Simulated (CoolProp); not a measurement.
Carbon dioxide at 293.15 K and 14.5 MPa is throttled through a valve to 6.2 MPa with no heat exchange. Each further row changes one setting.

Model: reference Helmholtz-energy equation of state, Span 1996, in CoolProp.

| case | temperature change (K) | final phase | final density (kg/m³) |
|---|---|---|---|
| as stated | -4.8 | liquid | [?] |
| outlet pressure 1.86 MPa | [?] | [?] | [?] |
| outlet pressure 8.06 MPa | -3.3 | liquid | [?] |

Problem. Fill in the missing entries.

Solution. 
- as stated, final density (kg/m³): 841
- outlet pressure 1.86 MPa, temperature change (K): -41.8
- outlet pressure 1.86 MPa, final phase: two-phase, vapour fraction 0.303
- outlet pressure 1.86 MPa, final density (kg/m³): 145
- outlet pressure 8.06 MPa, final density (kg/m³): 857
